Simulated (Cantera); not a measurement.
An adiabatic, constant-volume homogeneous reactor starts with H2 : O2 : N2 : NO = 1 : 0.455 : 1.71 : 0.0075 (molar parts), at 1150 K and 0.217 atm. Integrator tolerance rtol = 1e-08.

Cantera simulation using GRI-Mech 3.0 (53 species, 325 reactions); the numbers are that mechanism's predictions, not measurements. The mechanism lacks 2 NO + O2 → 2 NO2 and HONO, so NO2 and the effect of NO are under-described below about 1400 K.

Problem. What does this change do: pressure from 0.217 atm to 9.87 atm?

Solution. 
| quantity | before | after |
|---|---|---|
| time of steepest temperature rise | 0.254 ms | 23.4 µs |
| temperature at 2.00 s | 2795 K | 3162 K |
| equilibrium temperature | 2795 K | 3162 K |
| x(H2) at 2.00 s | 0.0694 (gas-phase equilibrium 0.0694) | 0.0574 (gas-phase equilibrium 0.0574) |
| x(O2) at 2.00 s | 0.0122 (gas-phase equilibrium 0.0122) | 0.00570 (gas-phase equilibrium 0.00570) |
| x(NO) at 2.00 s | 0.00767 (gas-phase equilibrium 0.00767) | 0.00835 (gas-phase equilibrium 0.00835) |
| x(N2O) at 2.00 s | 2.59e-7 (gas-phase equilibrium 2.59e-7) | 2.07e-6 (gas-phase equilibrium 2.07e-6) |
| x(N2) at 2.00 s | 0.593 (gas-phase equilibrium 0.593) | 0.608 (gas-phase equilibrium 0.608) |
| x(H2O2) at 2.00 s | 2.38e-7 (gas-phase equilibrium 2.38e-7) | 2.29e-6 (gas-phase equilibrium 2.29e-6) |
| x(O) at 2.00 s | 0.00851 (gas-phase equilibrium 0.00851) | 0.00296 (gas-phase equilibrium 0.00296) |
The hydrogen kinetics of GRI-Mech 3.0 are dated; newer H2 mechanisms differ, most at raised pressure. Above 3000 K some thermodynamic fits are extrapolated.
